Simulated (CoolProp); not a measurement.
Vapour-liquid equilibrium of CHF3 (R23) (1) + propane (2) at 268.1 K; x and y are mole fractions of (1).

The numbers come from the multi-fluid Helmholtz-energy mixture model, Penoncello 2003 and Lemmon 2009; pair parameters Bell 2016 in CoolProp.

Q: Give the bubble pressure and the first vapour's composition at x = 0.25, 0.35, 0.65. Is there an azeotrope?

A: x = 0.25: 1503 kPa, y = 0.721; x = 0.35: 1694 kPa, y = 0.757; x = 0.65: 1988 kPa, y = 0.818. No azeotrope shows between x = 0.05 and 0.95.

Pair parameters are fitted to limited data, so mixtures are less certain than the pure fluids. With so large a gap from Raoult's law the liquid may split in two, which this calculation doesn't test in full.
